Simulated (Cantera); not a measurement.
Charge: 1 mol SiH4, 0.05 mol CH4, 1.4 mol H2, 0.18 mol HCl, held at 1.00 bar.

Method: chemical equilibrium by Gibbs-energy minimisation in Cantera with the NASA 1993 tables (ideal gas, pure condensed phases). Candidate condensed phases: C, C6H6, C7H8, C8H18, Si, SiC; 109 gas species. Mutual solubility and eutectic melting of coexisting phases are not modelled. The tables' values for SiCl3, SiCl are old estimates; treat these amounts as uncertain. Gases not in the tables: Si2H6 and higher silanes. Rates play no part.

x: gas mole fraction; n: condensed amount in mol.

| T (K) | x H2 | x HCl | x SiCl2 | x SiHCl3 | x SiCl4 | x H | x SiCl3 | n Si(s) | n SiC(s) | n Si(l) |
|---|---|---|---|---|---|---|---|---|---|---|
| 1223 | 0.969 | 0.0224 | 0.00126 | 0.00353 | 0.00264 | (withheld) | 0.000645 | 0.918 | 0.0499 | 0 |
| 1323 | 0.963 | 0.0305 | 0.00264 | 0.00186 | 0.00116 | (withheld) | 0.000748 | 0.925 | 0.0499 | 0 |
| 1423 | 0.959 | 0.0353 | 0.00390 | 0.000747 | 0.000354 | (withheld) | 0.000591 | 0.929 | 0.0499 | 0 |
| 1523 | 0.957 | 0.0370 | 0.00467 | 0.000269 | 9.26e-5 | (withheld) | 0.000381 | 0.930 | 0.0499 | 0 |
| 1623 | 0.957 | 0.0374 | 0.00512 | 0.000100 | 2.53e-5 | (withheld) | 0.000235 | 0.930 | 0.0499 | 0 |
| 1723 | 0.956 | 0.0379 | 0.00519 | 3.93e-5 | 7.55e-6 | (withheld) | 0.000144 | 0 | 0.0499 | 0.930 |
| 1823 | 0.956 | 0.0390 | 0.00476 | 1.59e-5 | 2.45e-6 | (withheld) | 8.68e-5 | 0 | 0.0499 | 0.932 |
| 1923 | 0.955 | 0.0399 | 0.00438 | 7.00e-6 | 8.79e-7 | (withheld) | 5.44e-5 | 0 | 0.0499 | 0.933 |
| 2023 | 0.953 | 0.0406 | 0.00402 | 3.33e-6 | 3.47e-7 | (withheld) | 3.55e-5 | 0 | 0.0499 | 0.934 |

### Question
What belongs in the gaps?

### Answer

- 1223, x H: 2.96e-7
- 1323, x H: 1.56e-6
- 1423, x H: 6.50e-6
- 1523, x H: 2.26e-5
- 1623, x H: 6.76e-5
- 1723, x H: 0.000178
- 1823, x H: 0.000424
- 1923, x H: 0.000920
- 2023, x H: 0.00185
